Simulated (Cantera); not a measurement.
Input: 1 mol Ca(OH)₂, 0.086 mol CO₂, 0.041 mol H₂O, at 1123.15 K and 1.90 mbar.

These are equilibrium values from Cantera (NASA tables, ideal gas, pure condensed phases), not measurements of a reactor. Candidate condensed phases: C, C₆H₆, C₇H₈, C₈H₁₈, Ca, CaCO₃, CaO, Ca(OH)₂, H₂O; 115 gas species. Rates play no part.

Base state: H₂O 0.924, CO₂ 0.0763, H₂ 1.65e-5 (mole fractions); condensed: CaO(s).

What changes in the equilibrium state with this change: temperature from 1123.15 K to 725 K?


```csv
species,before,after
H₂O,0.924,0.989
CO₂,0.0763,0.0110
H₂,1.65e-5,1.09e-9
"CaO(s), mol",1.00,0.926
"CaCO₃(calcite), mol",0,0.0744
```
